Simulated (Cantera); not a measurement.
Hydrogen reduction and annealing atmospheres: Ta₂O₅ + H₂

Input: 1 mol Ta₂O₅, 26 mol H₂, at 1777 °C and 0.825 Torr.

Equilibrium computed with Cantera from the NASA thermochemical tables; the gas is ideal and each condensed phase is pure. Candidate condensed phases: H₂O, Ta, Ta₂O₅; 12 gas species. Mutual solubility and eutectic melting of coexisting phases are not modelled. Condensed phases not in the tables: N, O or C dissolved in the metal. The numbers say what is thermodynamically allowed, not how fast it happens.

The x(H₂) is 0.929 and the x(H) comes out as 0.0659. The x(TaO₂) is 0.00223 and the x(H₂O) is 0.00210. The x(TaO) comes out as 0.000425 and the x(OH) comes out as 1.63e-5. The n(Ta(s)) comes out as 0.00398 mol, the n(Ta₂O₅(s)) is 0.962 mol and the gas amount comes out as 26.96 mol.
